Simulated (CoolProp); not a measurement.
Ammonia along the isobar 39.7 MPa: density (kg/m³) from the reference equation and from simpler models built on Tc = 132.4 °C, pc = 11.36 MPa, ω = 0.256; each cubic takes its own stable root.

Values from CoolProp's reference Helmholtz-energy equation of state, Gao 2020.

```json
[
 {"T (°C)": "-25.85", "phase": "liquid", "reference": "691.5"},
 {"T (°C)": "-16.75", "phase": "liquid", "reference": "681.5"},
 {"T (°C)": "-7.75", "phase": "liquid", "reference": "671.3"},
 {"T (°C)": "1.25", "phase": "liquid", "reference": "661.1"},
 {"T (°C)": "10.25", "phase": "liquid", "reference": "650.6"},
 {"T (°C)": "19.25", "phase": "liquid", "reference": "640.0"},
 {"T (°C)": "28.35", "phase": "liquid", "reference": "629.1"},
 {"T (°C)": "37.35", "phase": "liquid", "reference": "618.1"},
 {"T (°C)": "46.35", "phase": "liquid", "reference": "606.8"},
 {"T (°C)": "55.35", "phase": "liquid", "reference": "595.3"},
 {"T (°C)": "64.35", "phase": "liquid", "reference": "583.5"},
 {"T (°C)": "73.45", "phase": "liquid", "reference": "571.3"}
]
```

**Question.** How far does each simpler model (van der Waals, Redlich-Kwong) lie from the reference over these 12 states: mean and median of the absolute difference, and the worst?

**Answer.** 
- van der Waals: mean 44.3 %, median 44.4 %, worst -45.9 % at -25.85 °C and 39.7 MPa
- Redlich-Kwong: mean 22.3 %, median 22.3 %, worst -22.5 % at -25.85 °C and 39.7 MPa
